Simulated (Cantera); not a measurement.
An isothermal, constant-pressure homogeneous reactor starts with 9.52 % NO, 90.5 % N2, at 1898 K and 20.0 Torr.

Cantera simulation using GRI-Mech 3.0 (53 species, 325 reactions); the numbers are that mechanism's predictions, not measurements. Radical loss at walls, strong at low pressure, is not modelled.

x: mole fraction; the columns are a selection and need not sum to one.

```
t (s)       x NO       x NO2   x N2         x O        x O2    x N2O
--------  ------  ----------  -----  ----------  ----------  -------
0.000300  0.0952    3.93e-11  0.905     3.88e-8    1.33e-11  3.84e-8
0.000668  0.0952    1.92e-10  0.905     8.68e-8    6.64e-11  8.51e-8
0.00149   0.0952    9.15e-10  0.905     1.95e-7    3.32e-10  1.87e-7
0.00332   0.0952     4.16e-9  0.905     4.45e-7     1.67e-9  4.05e-7
0.00739   0.0952     1.74e-8  0.905     1.04e-6     8.60e-9  8.46e-7
0.0165    0.0952     6.39e-8  0.905     2.53e-6     4.60e-8  1.64e-6
0.0367    0.0952     2.03e-7  0.905     6.45e-6     2.63e-7  2.76e-6
0.0818    0.0952     5.56e-7  0.905     1.64e-5     1.60e-6  3.67e-6
0.182     0.0952     1.23e-6  0.905     3.73e-5     9.78e-6  3.88e-6
0.406     0.0951  (withheld)  0.905  (withheld)  (withheld)  3.80e-6
0.904     0.0948  (withheld)  0.905  (withheld)  (withheld)  3.73e-6
2.01      0.0941     2.66e-6  0.905     8.64e-5    0.000531  3.66e-6
4.49      0.0924     3.18e-6  0.906    0.000101     0.00134  3.50e-6
10.0      0.0884     4.10e-6  0.908    0.000129     0.00332  3.14e-6
```

**Question.** Fill in the missing entries.

**Answer.** 
- 0.406, x NO2: 2.00e-6
- 0.406, x O: 6.44e-5
- 0.406, x O2: 5.11e-5
- 0.904, x NO2: 2.39e-6
- 0.904, x O: 7.87e-5
- 0.904, x O2: 0.000190
